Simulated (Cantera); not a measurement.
A perfectly stirred reactor is fed with CH3OH : O2 : N2 = 0.0025 : 0.0021 : 1 (molar parts), equivalence ratio 1.8, at 5.70 bar; it is held at 1200 K, and followed from long to short residence time.

Detailed kinetics in Cantera: GRI-Mech 3.0 (53 species, 325 reactions). GRI-Mech 3.0 was tuned for natural gas; its chemistry of methanol as a main component is partial and can be far from experiment.

| quantity | before | after |
|---|---|---|
| x(CH3OH) at τ = 1.40 s | 1.08e-6 | 5.65e-6 |
| x(O2) at τ = 1.40 s | 2.09e-5 | 2.92e-5 |
| x(C2H6) at τ = 1.40 s | 1.14e-9 | 6.01e-9 |
| x(CH2O) at τ = 1.40 s | 6.63e-7 | 3.44e-6 |
| x(CO) at τ = 1.40 s | 0.00146 | 0.00708 |
| x(CH3OH) at τ = 30.0 ms | 1.28e-5 | 0.000481 |
| x(O2) at τ = 30.0 ms | 0.000208 | 0.000374 |
| x(C2H6) at τ = 30.0 ms | 9.55e-9 | 6.33e-10 |
| x(CH2O) at τ = 30.0 ms | 7.72e-6 | 0.000274 |
| x(CO) at τ = 30.0 ms | 0.00189 | 0.00654 |

Q: What was changed between the two runs?
A. N2 1 to 1.6 parts
B. CH3OH 0.0025 to 0.0081 parts
C. CH3OH 0.0025 to 0.00038 parts
D. O2 0.0021 to 0.00062 parts

A: B, CH3OH 0.0025 to 0.0081 parts
